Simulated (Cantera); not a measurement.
Input: 1 mol Al2O3, 0.37 mol H2O, 0.054 mol O2, equilibrated at 1200 °C and 10.0 mbar.

These are equilibrium values from Cantera (NASA tables, ideal gas, pure condensed phases), not measurements of a reactor. Candidate condensed phases: Al, Al2O3, H2O; 19 gas species. The numbers say what is thermodynamically allowed, not how fast it happens.

Problem. What is the equilibrium state?

Solution. 
```json
{
  "x(H2O)": "0.872",
  "x(O2)": "0.127",
  "x(OH)": "0.000507",
  "x(H2)": "3.20e-5",
  "x(O)": "9.95e-6",
  "n(Al2O3(s))": "1.00 mol",
  "gas_amount": "0.4241 mol",
  "log10 activity of Al(l) (absent)": "-19.20"
}
```
